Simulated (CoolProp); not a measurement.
Computed with CoolProp (reference Helmholtz-energy equation of state, Lemmon 2005). It is a short technical equation, of lower accuracy than the large ones.

For isobutene, give the phase and the Joule-Thomson coefficient (K/MPa), expansivity (1/kK), fugacity coefficient at 170.05 °C and 0.587 MPa; 234.15 °C and 0.587 MPa.


- 170.05 °C and 0.587 MPa: gas; Joule-Thomson coefficient 7.57, expansivity 2.60, fugacity coefficient 0.958
- 234.15 °C and 0.587 MPa: gas; Joule-Thomson coefficient 5.10, expansivity 2.16, fugacity coefficient 0.973
